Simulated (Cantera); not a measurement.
Charge: 1 mol Si, 5.3 mol CO2, 3.7 mol H2, at 10000 Pa.

Cantera equilibrium calculation (NASA polynomials, part measured and part estimated; ideal gas, pure solids and liquids). Candidate condensed phases: C, C6H6, C7H8, C8H18, H2O, Si, SiC, SiO2; 123 gas species. The tables hold silica as quartz up to 1696 K and as liquid above; real silica turns to tridymite and cristobalite and melts near 1996 K. Gases not in the tables: Si(OH)4. Equilibrium is a limit: real reactors are often held back by kinetics, nucleation or transport. All values below are at 1823 K.

Base state: CO 0.448, H2O 0.226, H2 0.185, CO2 0.140, H 0.000589, OH 5.02e-5, SiO 2.79e-5 (mole fractions); condensed: SiO2(condensed).

Question: What changes in the equilibrium state with this change: CO2 from 5.3 to 0.23 mol?

Answer: 
```
species                before    after
--------------------  -------  -------
H2                      0.185    0.888
SiO                   2.79e-5   0.0986
CO                      0.448   0.0119
H2O                     0.226  1.01e-5
CO2                     0.140  3.44e-8
OH                    5.02e-5  1.02e-9
Si                      <1e-9  4.42e-5
SiO2(condensed), mol    1.000        0
Si(l), mol                  0    0.409
SiC(s), mol                 0    0.181
```
Mutual solubility and eutectic melting of coexisting phases are not modelled. Gases not in the tables: Si2H6 and higher silanes.
